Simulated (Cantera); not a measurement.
A perfectly stirred reactor is fed with N2O : O2 = 1 : 0.19 (molar parts), at 6.98 Torr; it is held at 1475 K, and followed from long to short residence time.

Model: GRI-Mech 3.0 (53 species, 325 reactions), integrated in Cantera. GRI-Mech 3.0 was tuned for natural gas; its chemistry of N2O as a main component is partial and can be far from experiment. Radical loss at walls, strong at low pressure, is not modelled. The temperature is held fixed by assumption; the heat of reaction is taken as removed at once.

Task: What does this change do: temperature 1475 to 1300 K?

Result: 
```csv
quantity,before,after
x(N2O) at τ = 20.0 s,0.0699,0.434
x(O2) at τ = 20.0 s,0.324,0.259
x(NO) at τ = 20.0 s,0.126,0.0424
x(O) at τ = 20.0 s,5.53e-5,7.62e-6
x(NO2) at τ = 20.0 s,3.40e-5,9.46e-6
x(N2O) at τ = 0.220 s,0.749,0.832
x(O2) at τ = 0.220 s,0.179,0.162
x(NO) at τ = 0.220 s,0.0151,0.000893
x(O) at τ = 0.220 s,5.62e-5,7.63e-6
x(NO2) at τ = 0.220 s,2.13e-6,5.98e-8
```
The mechanism lacks the step 2 NO + O2 → 2 NO2, which can matter for NO2 below about 1400 K.

Task: What does this change do: pressure from 6.98 Torr to 1.20 bar?

Result: 
| quantity | before | after |
|---|---|---|
| x(N2O) at τ = 20.0 s | 0.0699 | 0.00116 |
| x(O2) at τ = 20.0 s | 0.324 | 0.399 |
| x(NO) at τ = 20.0 s | 0.126 | 0.0179 |
| x(O) at τ = 20.0 s | 5.53e-5 | 3.72e-6 |
| x(NO2) at τ = 20.0 s | 3.40e-5 | 0.000153 |
| x(N2O) at τ = 0.220 s | 0.749 | 0.0733 |
| x(O2) at τ = 0.220 s | 0.179 | 0.349 |
| x(NO) at τ = 0.220 s | 0.0151 | 0.0734 |
| x(O) at τ = 0.220 s | 5.62e-5 | 2.18e-5 |
| x(NO2) at τ = 0.220 s | 2.13e-6 | 0.000608 |
